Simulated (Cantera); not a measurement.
Feed: 1 mol C2H2, 1.4 mol H2, 0.83 mol N2, 0.00032 mol NH3, held at 13300 Pa.

These are equilibrium values from Cantera (NASA tables, ideal gas, pure condensed phases), not measurements of a reactor. Candidate condensed phases: C, C6H6, C7H8, C8H18; 92 gas species. Kinetics and transport are ignored.

x: gas mole fraction; n: condensed amount in mol.

```
T (K)   x H2   x N2     x CH4     x HCN       x H  n C(graphite)
-----  -----  -----  --------  --------  --------  -------------
823    0.672  0.271    0.0562   7.02e-8  1.65e-11           1.83
923    0.723  0.261    0.0162   5.92e-7  5.69e-10           1.95
1023   0.736  0.258   0.00542   3.24e-6   9.73e-9           1.98
1123   0.740  0.258         …         …         …           1.99
1223   0.742  0.257  0.000977   4.18e-5   7.09e-7           2.00
1323   0.742  0.257         …         …         …           2.00
1423   0.743  0.257  0.000280  0.000260   1.57e-5           2.00
1523   0.742  0.257  0.000169  0.000542   5.45e-5           2.00
1623   0.742  0.256  0.000109   0.00103  0.000163           2.00
1723   0.742  0.256   7.38e-5   0.00181  0.000430           1.99
1823   0.740  0.255   5.21e-5   0.00298   0.00102           1.99
1923   0.738  0.254   3.82e-5   0.00466   0.00222           1.98
```

Q: What belongs in the gaps?

A: 
- 1323, x CH4: 0.000499
- 1323, x HCN: 0.000112
- 1323, x H: 3.74e-6
- 1123, x CH4: 0.00214
- 1123, x HCN: 1.31e-5
- 1123, x H: 1.00e-7
